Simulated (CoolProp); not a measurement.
Normal hydrogen along the isotherm -240.85 °C: density (kg/m³) from the reference equation and from simpler models built on Tc = -240.0 °C, pc = 1.296 MPa, ω = -0.219; each cubic takes its own stable root.

Values from CoolProp's reference Helmholtz-energy equation of state, Leachman 2009.

| p (MPa) | phase | reference |
|---|---|---|
| 0.041 | gas | 0.3112 |
| 0.0777 | gas | 0.5958 |
| 0.147 | gas | 1.150 |
| 0.279 | gas | 2.275 |
| 0.529 | gas | 4.732 |
| 1 | gas | 12.07 |
| 1.9 | liquid | 54.31 |
| 3.61 | liquid | 60.69 |
| 6.84 | liquid | 66.78 |
| 13 | liquid | 73.43 |

### Question
How far does each simpler model (van der Waals, Peng-Robinson) lie from the reference over these 10 states: mean and median of the absolute difference, and the worst?

### Answer
- van der Waals: mean 9.0 %, median 3.3 %, worst -21.6 % at -240.85 °C and 1.9 MPa
- Peng-Robinson: mean 6.1 %, median 3.8 %, worst +16.5 % at -240.85 °C and 13 MPa
